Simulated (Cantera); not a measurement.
A closed system holds: 1 mol Zr, 9.8 mol N2O, 27 mol H2, 0.39 mol NH3, held at 270000 Pa.

These are equilibrium values from Cantera (NASA tables, ideal gas, pure condensed phases), not measurements of a reactor. Candidate condensed phases: H2O, Zr, ZrN, ZrO2; 28 gas species. The numbers say what is thermodynamically allowed, not how fast it happens.

Q: Which condensed phases are stable at each of these points (T (K)): 1350, 1500, 1650, 1800, 1950, 2100, 2250, 2400, 2550, 2700?

A: 
```
T (K)  condensed phases  Zr condensed (%)
-----  ----------------  ----------------
1350   ZrO2(monoclinic)             100.0
1500   ZrO2(tetragonal)             100.0
1650   ZrO2(tetragonal)             100.0
1800   ZrO2(tetragonal)             100.0
1950   ZrO2(tetragonal)             100.0
2100   ZrO2(tetragonal)             100.0
2250   ZrO2(tetragonal)             100.0
2400   ZrO2(tetragonal)             100.0
2550   ZrO2(tetragonal)             100.0
2700            ZrO2(s)             100.0
```

At 1350 K the condensed part is ZrO2(monoclinic). From 1500 K to 2550 K the condensed part is ZrO2(tetragonal). At 2700 K the condensed part is ZrO2(s).
